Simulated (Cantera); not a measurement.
What does this Cantera script print?

```python
import numpy as np
import cantera as ct

gas_names = """
    C CN CO CO2 C2 CCN CNC C2N2 C2O C3 C3O2 C4 C4N2 C5 N NCO NO NO2 NO3 N2 N2O O O2 O3 Si SiC SiC2 SiN
    SiO SiO2 Si2 Si2C Si2N Si3
""".split()
cond_names = """
    C(gr) Si(cr) Si(L) SiC(b) SiO2(Lqz) SiO2(hqz) SiO2(L) Si2N2O(s) Si3N4(a)
""".split()


# ... load() reads the species with a 1 bar reference pressure and builds the phases ...
atoms = {
    'Si': {'Si': 1},
    'CO': {'C': 1, 'O': 1},
    'N2': {'N': 2},
}
top_T = {'C(gr)': 4500, 'SiC(b)': 3050, 'Si2N2O(s)': 2100, 'Si3N4(a)': 2400}  # K; cautious upper limits of use, not melting points


# ... equilibrate(T, P, feed) seeds the gas with the atoms and calls Mixture.equilibrate('TP', solver="vcs", rtol=1e-11, max_steps=5000) ...
results = []
feed = {'Si': 1, 'CO': 4.3, 'N2': 1.9}  # mol
P = 920000  # Pa
for T in [1175, 1250, 1325, 1400, 1475, 1550, 1625, 1700, 1775, 1850, 1925]:
    mix = equilibrate(T, P, feed)
    results.append((T, P, feed, dict(zip(mix.species_names, mix.species_moles))))
    x = sorted(zip(gas.X, gas.species_names), reverse=True)
    print(f"T = {T:g} K  P = {P:g} Pa  gas = {mix.phase_moles(0):.4g} mol")
    print("   x: " + "  ".join(f"{s} {v:.3e}" for v, s in x if v > 0.001))
    print("   condensed (mol): " + ("  ".join(f"{mix.phase(i).name} {mix.phase_moles(i):.4g}"
          for i in range(1, mix.n_phases) if mix.phase_moles(i) > 1e-12) or "none"))
```

Output:

```
T = 1175 K  P = 920000 Pa  gas = 3.982 mol
   x: N2 4.771e-01  CO 4.683e-01  CO2 5.464e-02
   condensed (mol): C(gr) 2.218  SiO2(hqz) 1
T = 1250 K  P = 920000 Pa  gas = 4.104 mol
   x: CO 5.137e-01  N2 4.629e-01  CO2 2.336e-02
   condensed (mol): C(gr) 2.096  SiO2(hqz) 1
T = 1325 K  P = 920000 Pa  gas = 4.158 mol
   x: CO 5.330e-01  N2 4.569e-01  CO2 1.009e-02
   condensed (mol): C(gr) 2.042  SiO2(hqz) 1
T = 1400 K  P = 920000 Pa  gas = 4.181 mol
   x: CO 5.409e-01  N2 4.545e-01  CO2 4.618e-03
   condensed (mol): C(gr) 2.019  SiO2(hqz) 1
T = 1475 K  P = 920000 Pa  gas = 4.191 mol
   x: CO 5.443e-01  N2 4.534e-01  CO2 2.265e-03
   condensed (mol): C(gr) 2.009  SiO2(hqz) 1
T = 1550 K  P = 920000 Pa  gas = 4.195 mol
   x: CO 5.459e-01  N2 4.529e-01  CO2 1.188e-03
   condensed (mol): C(gr) 2.005  SiO2(hqz) 1
T = 1625 K  P = 920000 Pa  gas = 4.197 mol
   x: CO 5.467e-01  N2 4.527e-01
   condensed (mol): C(gr) 2.003  SiO2(hqz) 1
T = 1700 K  P = 920000 Pa  gas = 4.198 mol
   x: CO 5.471e-01  N2 4.525e-01
   condensed (mol): C(gr) 2.002  SiO2(L) 0.9999
T = 1775 K  P = 920000 Pa  gas = 4.577 mol
   x: CO 6.258e-01  N2 3.738e-01
   condensed (mol): C(gr) 1.434  SiO2(L) 0.6216  Si2N2O(s) 0.189
T = 1850 K  P = 920000 Pa  gas = 5.2 mol
   x: CO 7.300e-01  N2 2.694e-01
   condensed (mol): C(gr) 0.5022  Si2N2O(s) 0.4992
T = 1925 K  P = 920000 Pa  gas = 5.204 mol
   x: CO 7.295e-01  N2 2.695e-01
   condensed (mol): C(gr) 0.5032  Si2N2O(s) 0.4978
```

These are equilibrium values from Cantera (NASA tables, ideal gas, pure condensed phases), not measurements of a reactor. Mutual solubility and eutectic melting of coexisting phases are not modelled. The tables hold silica as quartz up to 1696 K and as liquid above; real silica turns to tridymite and cristobalite and melts near 1996 K.
